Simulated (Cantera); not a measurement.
Charge: 1 mol SiO2, 20 mol Cl2, 1.3 mol N2, equilibrated at 875 K and 1.90 mbar.

Method: chemical equilibrium by Gibbs-energy minimisation in Cantera with the NASA 1993 tables (ideal gas, pure condensed phases). Candidate condensed phases: Si, SiO2, Si2N2O, Si3N4; 23 gas species. Equilibrium is a limit: real reactors are often held back by kinetics, nucleation or transport.

### Question
What is the equilibrium state?

### Answer
```
Quantity                             Result
--------------------------------  ---------
x(Cl2)                                0.938
x(N2)                                0.0610
x(Cl)                               0.00102
n(SiO2(β-quartz))                 1.000 mol
gas amount                        21.31 mol
log10 activity of Si(s) (absent)     -36.02
```
